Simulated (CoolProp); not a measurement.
Vapour-liquid equilibrium of carbon dioxide (1) + R227EA (2) at 235.9 K; x and y are mole fractions of (1).

Computed with CoolProp (multi-fluid Helmholtz-energy mixture model, Span 1996 and Lemmon 2016; pair parameters Bell 2016).

```csv
x,"bubble pressure, mixture model (MPa)","bubble pressure, Raoult's law (MPa)","y, mixture model","y, Raoult's law"
0.05,0.08673,0.09090,___,0.611
0.2,___,0.2518,0.865,0.882
0.35,0.3936,0.4127,0.928,0.941
0.5,0.5457,0.5737,___,0.968
0.65,0.7008,0.7346,0.974,0.982
0.8,0.8664,0.8955,0.987,0.992
0.95,___,1.056,0.997,0.998
```

**Question.** Some entries are withheld; supply them.

**Answer.** 
- 0.05, y, mixture model: 0.582
- 0.2, bubble pressure, mixture model (MPa): 0.2400
- 0.5, y, mixture model: 0.957
- 0.95, bubble pressure, mixture model (MPa): 1.048

The largest gap from Raoult's law is -4.9 % in bubble pressure, at x = 0.5. No azeotrope shows between x = 0.05 and 0.95.

The pair parameters rest on a limited set of measurements; away from them the model extrapolates.
